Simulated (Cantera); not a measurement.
A closed system holds: 1 mol Zr, 0.55 mol O₂, 21 mol H₂, equilibrated at 63.0 mbar.

Method: chemical equilibrium by Gibbs-energy minimisation in Cantera with the NASA 1993 tables (ideal gas, pure condensed phases). Candidate condensed phases: H₂O, Zr, ZrO₂; 12 gas species. Mutual solubility and eutectic melting of coexisting phases are not modelled. Condensed phases not in the tables: N, O or C dissolved in the metal. The numbers say what is thermodynamically allowed, not how fast it happens.

x: gas mole fraction; n: condensed amount in mol.

```json
[
 {"T (K)": "1975", "x H₂": "0.995", "x H": "0.00544", "x ZrO": "5.15e-7", "x H₂O": "8.53e-7", "x Zr": "2.46e-8", "x ZrO₂": "…", "x OH": "4.44e-10", "n Zr(β)": "0.450", "n ZrO₂(tetragonal)": "0.550", "n Zr(l)": "0"},
 {"T (K)": "2025", "x H₂": "0.992", "x H": "0.00764", "x ZrO": "1.30e-6", "x H₂O": "1.31e-6", "x Zr": "6.09e-8", "x ZrO₂": "…", "x OH": "1.06e-9", "n Zr(β)": "0.450", "n ZrO₂(tetragonal)": "0.550", "n Zr(l)": "0"},
 {"T (K)": "2075", "x H₂": "0.989", "x H": "0.0106", "x ZrO": "3.11e-6", "x H₂O": "1.98e-6", "x Zr": "1.44e-7", "x ZrO₂": "…", "x OH": "2.41e-9", "n Zr(β)": "0.450", "n ZrO₂(tetragonal)": "0.550", "n Zr(l)": "0"},
 {"T (K)": "2125", "x H₂": "0.986", "x H": "0.0144", "x ZrO": "7.17e-6", "x H₂O": "2.92e-6", "x Zr": "3.27e-7", "x ZrO₂": "…", "x OH": "5.28e-9", "n Zr(β)": "0", "n ZrO₂(tetragonal)": "0.550", "n Zr(l)": "0.450"},
 {"T (K)": "2175", "x H₂": "0.981", "x H": "0.0193", "x ZrO": "1.57e-5", "x H₂O": "4.29e-6", "x Zr": "6.95e-7", "x ZrO₂": "…", "x OH": "1.13e-8", "n Zr(β)": "0", "n ZrO₂(tetragonal)": "0.550", "n Zr(l)": "0.450"},
 {"T (K)": "2225", "x H₂": "0.974", "x H": "0.0255", "x ZrO": "3.30e-5", "x H₂O": "6.18e-6", "x Zr": "1.43e-6", "x ZrO₂": "…", "x OH": "2.34e-8", "n Zr(β)": "0", "n ZrO₂(tetragonal)": "0.550", "n Zr(l)": "0.450"},
 {"T (K)": "2275", "x H₂": "0.967", "x H": "0.0333", "x ZrO": "6.72e-5", "x H₂O": "8.75e-6", "x Zr": "2.84e-6", "x ZrO₂": "…", "x OH": "4.68e-8", "n Zr(β)": "0", "n ZrO₂(tetragonal)": "0.549", "n Zr(l)": "0.449"},
 {"T (K)": "2325", "x H₂": "0.957", "x H": "0.0429", "x ZrO": "0.000133", "x H₂O": "1.22e-5", "x Zr": "5.48e-6", "x ZrO₂": "…", "x OH": "9.09e-8", "n Zr(β)": "0", "n ZrO₂(tetragonal)": "0.548", "n Zr(l)": "0.449"},
 {"T (K)": "2375", "x H₂": "0.945", "x H": "0.0546", "x ZrO": "0.000254", "x H₂O": "1.66e-5", "x Zr": "1.03e-5", "x ZrO₂": "…", "x OH": "1.71e-7", "n Zr(β)": "0", "n ZrO₂(tetragonal)": "0.547", "n Zr(l)": "0.447"},
 {"T (K)": "2425", "x H₂": "0.931", "x H": "0.0688", "x ZrO": "0.000473", "x H₂O": "2.24e-5", "x Zr": "1.88e-5", "x ZrO₂": "…", "x OH": "3.14e-7", "n Zr(β)": "0", "n ZrO₂(tetragonal)": "0.545", "n Zr(l)": "0.445"}
]
```

Question: Some entries are withheld; supply them.

Answer: 
- 1975, x ZrO₂: 2.92e-10
- 2025, x ZrO₂: 9.36e-10
- 2075, x ZrO₂: 2.83e-9
- 2125, x ZrO₂: 8.12e-9
- 2175, x ZrO₂: 2.22e-8
- 2225, x ZrO₂: 5.79e-8
- 2275, x ZrO₂: 1.45e-7
- 2325, x ZrO₂: 3.47e-7
- 2375, x ZrO₂: 8.01e-7
- 2425, x ZrO₂: 1.79e-6
